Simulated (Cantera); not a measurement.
## Thermodynamics of calcination and drying, feed NaOH + CO2 + O2

Input: 1 mol NaOH, 0.55 mol CO2, 9.3 mol O2.

Method: chemical equilibrium by Gibbs-energy minimisation in Cantera with the NASA 1993 tables (ideal gas, pure condensed phases). Candidate condensed phases: C, C6H6, C7H8, C8H18, H2O, Na, NaOH, NaO2, Na2CO3, Na2O, Na2O2; 117 gas species. The numbers say what is thermodynamically allowed, not how fast it happens.

Stable condensed phases:

```
T in K \ P in Pa
              10      42     180     750    3200   13000   56000  240000 1000000
   1950        A       A       A       A       A       A       A       A       B
   1850        A       A       A       A       A       A       A       B       B
   1750        A       A       A       A       A       A       A       B       B
   1650        A       A       A       A       A       A       B       B       B
   1550        A       A       A       A       A       B       B       B       B
   1450        A       A       A       A       B       B       B       B       B
   1350        A       A       A       B       B       B       B       B       B
   1250        A       A       B       B       B       B       B       B       B
   1150        B       B       B       B       B       B       B       B       B
   1050        B       B       B       B       B       B       B       B       B
    950        B       B       B       B       B       B       B       B       B
    850        B       B       B       B       B       B       B       B       B
    750        B       B       B       B       B       B       B       B       B
```

A: gas only; B: Na2CO3.
